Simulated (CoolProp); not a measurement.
A single-stage vapour-compression cycle with R114: evaporating at 313.15 K (dew point), condensing at 335.15 K (bubble point), superheat 8 K, subcooling 2 K, compressor efficiency 0.8, no pressure losses. Each further row changes one setting.

Computed with CoolProp (reference Helmholtz-energy equation of state, Platzer 1990). This equation is an older, rougher fit; its heat capacities, sound speeds and derivatives of the liquid may be far off and weren't checked against measurements.

| case | cooling COP | pressure ratio | discharge temperature (K) | refrigerating effect (kJ/kg) | volumetric capacity (kJ/m³) |
|---|---|---|---|---|---|
| as stated | 10.3 | 1.80 | 339.8 | 107 | 2550 |
| evaporating temperature 318.15 K | ? | 1.56 | 340.5 | ? | 3000 |
| condensing temperature 330.15 K | 13.7 | ? | 335.7 | 112 | 2670 |
| subcooling 7 K | 10.8 | 1.80 | 339.8 | 112 | 2670 |
| superheat 18 K | 10.5 | 1.80 | ? | 115 | ? |
| compressor efficiency 0.7 | 9.00 | 1.80 | 341.7 | 107 | 2550 |

**Question.** Some entries are withheld; supply them.

**Answer.** 
- evaporating temperature 318.15 K, cooling COP: 13.9
- evaporating temperature 318.15 K, refrigerating effect (kJ/kg): 110
- condensing temperature 330.15 K, pressure ratio: 1.59
- superheat 18 K, discharge temperature (K): 349.8
- superheat 18 K, volumetric capacity (kJ/m³): 2620
